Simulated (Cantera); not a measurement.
Charge: 1 mol V, a varied amount of H2O, 52 mol N2, at 1375 °C and 101000 Pa.

Equilibrium computed with Cantera from the NASA thermochemical tables; the gas is ideal and each condensed phase is pure. Candidate condensed phases: H2O, V, VN, VO, V2O3, V2O4, V2O5; 28 gas species. Condensed phases not in the tables: the oxides between V2O3 and V2O5 other than VO2. The numbers say what is thermodynamically allowed, not how fast it happens.

Question: At 3.3 mol H2O, list the 4 most abundant gas species with their mole fractions, and the condensed phases.

Answer: N2 0.940, H2O 0.0325, H2 0.0271, H 1.46e-5. Condensed: V2O3(s).
